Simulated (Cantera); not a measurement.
Stirred combustor or abatement burner

A perfectly stirred reactor is fed with 16.4 % CH₃OH, 17.5 % O₂, 66.1 % N₂, equivalence ratio 1.4, at 1.00 atm; it is adiabatic with a 625 K inlet, and is followed from long to short residence time, starting on the burning branch (τ in s: 0.16, 0.051, 0.016, 0.0048, 0.0015, 0.00046, 0.00014, 4.4e-05, 1.4e-05).

Cantera simulation using GRI-Mech 3.0 (53 species, 325 reactions); the numbers are that mechanism's predictions, not measurements. GRI-Mech 3.0 was tuned for natural gas; its chemistry of methanol as a main component is partial and can be far from experiment.

| τ (s) | T (K) | x CH₃OH | x O₂ | x HO₂ | x HCN | x HCO |
|---|---|---|---|---|---|---|
| 0.16 | 2231 | 6.62e-7 | 0.000144 | 5.95e-8 | 1.79e-7 | 6.85e-8 |
| 0.051 | 2218 | 1.51e-6 | 0.000292 | 1.32e-7 | 2.95e-7 | 1.48e-7 |
| 0.016 | 2195 | 3.29e-6 | 0.000636 | 3.09e-7 | 4.72e-7 | 3.72e-7 |
| 0.0048 | 2157 | 7.50e-6 | 0.00136 | 6.88e-7 | 7.90e-7 | 1.05e-6 |
| 0.0015 | 2108 | 1.78e-5 | 0.00253 | 1.36e-6 | 1.36e-6 | 2.98e-6 |
| 0.00046 | 2053 | 4.78e-5 | 0.00433 | 2.68e-6 | 2.52e-6 | 8.89e-6 |
| 0.00014 | 1996 | 0.000153 | 0.00781 | 7.18e-6 | 4.97e-6 | 2.84e-5 |
| 4.4e-5 | 1851 | 0.000942 | 0.0236 | 8.28e-5 | 5.92e-6 | 0.000112 |
| 1.4e-5 | 625 | 0.164 | 0.175 | <1e-12 | <1e-12 | <1e-12 |
x: mole fraction; the columns are a selection and need not sum to one.
